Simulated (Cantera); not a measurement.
An isothermal, constant-pressure homogeneous reactor starts with H₂ : O₂ : N₂ = 1.3 : 1 : 3.8 (molar parts), at 948 K and 0.977 atm.

Detailed kinetics in Cantera: GRI-Mech 3.0 (53 species, 325 reactions). Below about 950 K walls govern HO2 and H2O2 in real vessels. The temperature is held fixed by assumption; the heat of reaction is taken as removed at once.

x: mole fraction; the columns are a selection and need not sum to one.

```json
[
 {"t (s)": "3.00e-5", "x H₂": "0.213", "x O₂": "0.164", "x H": "1.06e-10", "x O": "1.57e-11", "x H₂O": "2.01e-10", "x HO₂": "4.16e-10", "x OH": "4.47e-12"},
 {"t (s)": "0.000150", "x H₂": "0.213", "x O₂": "0.164", "x H": "3.01e-10", "x O": "4.77e-11", "x H₂O": "3.64e-9", "x HO₂": "4.98e-9", "x OH": "1.33e-11"},
 {"t (s)": "0.000754", "x H₂": "0.213", "x O₂": "0.164", "x H": "5.58e-10", "x O": "8.87e-11", "x H₂O": "3.80e-8", "x HO₂": "4.58e-8", "x OH": "2.47e-11"},
 {"t (s)": "0.00378", "x H₂": "0.213", "x O₂": "0.164", "x H": "5.13e-9", "x O": "8.16e-10", "x H₂O": "8.63e-7", "x HO₂": "8.79e-7", "x OH": "2.32e-10"},
 {"t (s)": "0.0189", "x H₂": "?", "x O₂": "0.138", "x H": "?", "x O": "?", "x H₂O": "?", "x HO₂": "?", "x OH": "?"},
 {"t (s)": "0.0950", "x H₂": "0.141", "x O₂": "0.130", "x H": "9.22e-7", "x O": "1.65e-7", "x H₂O": "0.0795", "x HO₂": "6.84e-5", "x OH": "1.44e-7"},
 {"t (s)": "0.476", "x H₂": "0.0696", "x O₂": "0.0965", "x H": "4.31e-7", "x O": "1.10e-7", "x H₂O": "0.160", "x HO₂": "5.18e-5", "x OH": "1.33e-7"},
 {"t (s)": "2.39", "x H₂": "0.00184", "x O₂": "0.0651", "x H": "1.14e-8", "x O": "2.70e-8", "x H₂O": "0.236", "x HO₂": "8.41e-6", "x OH": "9.90e-8"},
 {"t (s)": "12.0", "x H₂": "?", "x O₂": "0.0642", "x H": "4.01e-11", "x O": "1.88e-10", "x H₂O": "0.238", "x HO₂": "?", "x OH": "?"},
 {"t (s)": "60.0", "x H₂": "1.73e-6", "x O₂": "0.0642", "x H": "<1e-12", "x O": "3.44e-12", "x H₂O": "0.239", "x HO₂": "3.47e-8", "x OH": "3.98e-9"}
]
```

Task: Complete the blanks.

Result: 
- 0.0189, x H₂: 0.158
- 0.0189, x H: 2.99e-7
- 0.0189, x O: 5.29e-8
- 0.0189, x H₂O: 0.0610
- 0.0189, x HO₂: 4.02e-5
- 0.0189, x OH: 3.30e-8
- 12.0, x H₂: 5.46e-5
- 12.0, x HO₂: 4.60e-7
- 12.0, x OH: 1.07e-8
